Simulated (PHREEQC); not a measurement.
Model water analysis in mg/L, 20 °C, pH 6.71, pe 11.9:

```csv
constituent,mg/L
Na,25.4
K,15.5
Ca,26.8
Mg,0.776
Cl,17.6
S(6) as SO4,25
Alkalinity as HCO3,114
Pb,10.8
Si as SiO2,0.417
```

Valence states are taken as typed.

The numbers come from PHREEQC with the ion-association model, phreeqc.dat.

Precipitation was switched off in this run.

Problem. Order these C species by the share of C that they hold, largest first: CO2, CaHCO3+, PbHCO3+, HCO3-, PbCO3.

Solution. HCO3- (68 %), CO2 (30 %), PbCO3 (1.4 %), CaHCO3+ (0.40 %), PbHCO3+ (0.31 %)

The pH is 6.71 and the ionic strength 0.00374 mol/kgw. Examples of supersaturated solids here: Cerussite. Others may be too.
